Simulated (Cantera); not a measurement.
Input: 1 mol Si, 3.6 mol NF₃, 2.8 mol N₂, held at 1423.15 K and 10.0 Torr.

These are equilibrium values from Cantera (NASA tables, ideal gas, pure condensed phases), not measurements of a reactor. Candidate condensed phases: Si, Si₃N₄; 16 gas species. The numbers say what is thermodynamically allowed, not how fast it happens.

Base state: F 0.547, N₂ 0.371, SiF₄ 0.0807, F₂ 0.00110 (mole fractions); condensed: gas only.

What changes in the equilibrium state with this change: NF₃ from 3.6 to 0.93 mol?


```json
[
 {"species": "N₂", "before": "0.371", "after": "0.812"},
 {"species": "SiF₄", "before": "0.0807", "after": "0.175"},
 {"species": "SiF₃", "before": "<1e-9", "after": "0.0127"},
 {"species": "F", "before": "0.547", "after": "<1e-9"},
 {"species": "F₂", "before": "0.00110", "after": "<1e-9"},
 {"species": "SiF₂", "before": "<1e-9", "after": "0.000604"},
 {"species": "Si₃N₄(s), mol", "before": "0", "after": "0.0965"}
]
```
The tables' values for SiF₃, SiF₂ are old estimates; treat these amounts as uncertain.
